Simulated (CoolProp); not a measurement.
Chlorine at 332.55 K and 1.17 MPa is throttled through a valve to 0.704 MPa with no heat exchange. Each further row changes one setting.

Model: reference Helmholtz-energy equation of state, Thol 2021, in CoolProp.

```csv
case,temperature change (K),final density (kg/m³)
as stated,-11.3,20.2
outlet pressure 0.211 MPa,-24.2,5.98
outlet pressure 0.915 MPa,-6.1,26.3
```
